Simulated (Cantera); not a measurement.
# Adiabatic ignition

An adiabatic, constant-volume homogeneous reactor starts with 2.45 % C2H4, 8.65 % O2, 86.5 % N2, 2.45 % H2O, at 1623 K and 5.00 bar.

Detailed kinetics in Cantera: GRI-Mech 3.0 (53 species, 325 reactions). GRI-Mech 3.0 was tuned for natural gas; its chemistry of ethylene as a main component is partial and can be far from experiment.

```
t (s)     T (K)  P (bar)  x C2H4    x O2   x H2O    x CO2      x CO     x HO2
--------  -----  -------  ------  ------  ------  -------  --------  --------
5.00e-6    1624     5.00  0.0240  0.0860  0.0246  1.50e-6  0.000190  0.000114
1.68e-5    2324     7.32  <1e-12  0.0224  0.0590   0.0275    0.0204   1.11e-5
5.62e-5    2546     7.91  <1e-12  0.0168  0.0671   0.0391   0.00949   4.09e-6
0.000189   2585     8.01  <1e-12  0.0153  0.0686   0.0418   0.00688   3.47e-6
0.000633   2582     8.01  <1e-12  0.0148  0.0686   0.0418   0.00687   3.34e-6
0.00212    2576     7.98  <1e-12  0.0136  0.0687   0.0418   0.00692   3.09e-6
0.00711    2570     7.97  <1e-12  0.0127  0.0688   0.0417   0.00698   2.89e-6
0.0239     2570     7.97  <1e-12  0.0126  0.0688   0.0417   0.00698   2.88e-6
0.0800     2570     7.97  <1e-12  0.0126  0.0688   0.0417   0.00698   2.88e-6
0.268      2570     7.97  <1e-12  0.0126  0.0688   0.0417   0.00698   2.88e-6
0.900      2570     7.97  <1e-12  0.0126  0.0688   0.0417   0.00698   2.88e-6
```
x: mole fraction; the columns are a selection and need not sum to one.

- time of steepest temperature rise: 8.97 µs
- temperature at 0.900 s: 2570 K
- equilibrium temperature: 2570 K
- x(C2H4) at 0.900 s: <1e-12 (gas-phase equilibrium <1e-12)
- x(O2) at 0.900 s: 0.0126 (gas-phase equilibrium 0.0126)
- x(H2O) at 0.900 s: 0.0688 (gas-phase equilibrium 0.0688)
